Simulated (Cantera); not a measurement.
Cantera run:

```python
import numpy as np
import cantera as ct

gas_names = """
    N NO NO2 NO3 N2 N2O O O2 O3 Si SiN SiO SiO2 Si2 Si2N Si3
""".split()
cond_names = """
    Si(cr) Si(L) SiO2(Lqz) SiO2(hqz) SiO2(L) Si2N2O(s) Si3N4(a)
""".split()


# ... load() reads the species with a 1 bar reference pressure and builds the phases ...
atoms = {
    'Si3N4': {'Si': 3, 'N': 4},
    'N2O': {'N': 2, 'O': 1},
    'N2': {'N': 2},
}
top_T = {'Si2N2O(s)': 2100, 'Si3N4(a)': 2400}  # K; cautious upper limits of use, not melting points


# ... equilibrate(T, P, feed) seeds the gas with the atoms and calls Mixture.equilibrate('TP', solver="vcs", rtol=1e-11, max_steps=5000) ...
results = []
feed = {'Si3N4': 1, 'N2O': 0.19, 'N2': 220}  # mol
T = 2000  # K
P = 100000  # Pa
mix = equilibrate(T, P, feed)
results.append((T, P, feed, dict(zip(mix.species_names, mix.species_moles))))
x = sorted(zip(gas.X, gas.species_names), reverse=True)
print(f"T = {T:g} K  P = {P:g} Pa  gas = {mix.phase_moles(0):.4g} mol")
print("   x: " + "  ".join(f"{s} {v:.3e}" for v, s in x if v > 1e-05))
print("   condensed (mol): " + ("  ".join(f"{mix.phase(i).name} {mix.phase_moles(i):.4g}"
      for i in range(1, mix.n_phases) if mix.phase_moles(i) > 1e-12) or "none"))
```

Output:

```
T = 2000 K  P = 100000 Pa  gas = 220.5 mol
   x: N2 9.991e-01  SiO 8.616e-04  Si 1.307e-05
   condensed (mol): Si3N4(a) 0.9353
```

These are equilibrium values from Cantera (NASA tables, ideal gas, pure condensed phases), not measurements of a reactor.
